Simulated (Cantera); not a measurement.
Moist CO burnout

An isothermal, constant-pressure homogeneous reactor starts with 0.355 % CO, 3.55 % O₂, 0.0106 % H₂O, 96.1 % N₂, equivalence ratio 0.050, at 1475 K and 11000 Pa.

Detailed kinetics in Cantera: GRI-Mech 3.0 (53 species, 325 reactions).

| t (s) | x CO | x O₂ | x H₂O | x NO | x N₂O | x H₂O₂ |
|---|---|---|---|---|---|---|
| 5.00e-5 | 0.00355 | 0.0355 | 0.000106 | <1e-12 | <1e-12 | <1e-12 |
| 0.000192 | 0.00355 | 0.0355 | 0.000106 | <1e-12 | <1e-12 | <1e-12 |
| 0.000736 | 0.00355 | 0.0355 | 0.000106 | <1e-12 | <1e-12 | <1e-12 |
| 0.00282 | 0.00355 | 0.0355 | 0.000106 | <1e-12 | 3.10e-12 | <1e-12 |
| 0.0108 | 0.00355 | 0.0355 | 0.000106 | 1.95e-12 | 3.11e-11 | <1e-12 |
| 0.0415 | 0.00353 | 0.0355 | 0.000105 | 1.81e-10 | 2.26e-9 | 1.35e-12 |
| 0.159 | 0.000913 | 0.0333 | 5.09e-5 | 8.41e-7 | 2.66e-7 | 3.51e-10 |
| 0.612 | 7.88e-5 | 0.0336 | 8.28e-5 | 4.67e-6 | 2.77e-7 | 2.20e-10 |
| 2.35 | 7.12e-6 | 0.0338 | 9.98e-5 | 6.38e-6 | 1.81e-7 | 2.99e-11 |
| 9.00 | 7.54e-7 | 0.0338 | 0.000104 | 6.69e-6 | 3.59e-8 | 3.82e-12 |
x: mole fraction; the columns are a selection and need not sum to one.

Equilibrium at this temperature and pressure: CO 1.97e-7, O₂ 0.0336, H₂O 0.000105, NO 0.000480, N₂O 1.09e-8, H₂O₂ 1.14e-12 (gas phase only).
